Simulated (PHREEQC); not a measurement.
## Alkaline etch or developer (model solution)

Consider water at 25 °C with 1.1 mol/kgw NH3, 0.00015 mol/kgw Na2SiO3 and 0.00045 mol/kgw (CH3)4NCl. Closed to the air; pH follows from the charge balance.

Equilibrium calculation in PHREEQC: ion-association model, wateq4f.dat.

This is a speciation only: nothing precipitates in the calculation.

Problem. What pH does the model give?

Solution. pH 11.65.

Problem. In which forms is Si present?

Solution. H3SiO4- 95 %, H2SiO4-2 3.6 %, H4SiO4 1.3 % of the Si.

(CH3)4N+ isn't in the database: it is added as a free cation with an ion size of 4 Å.
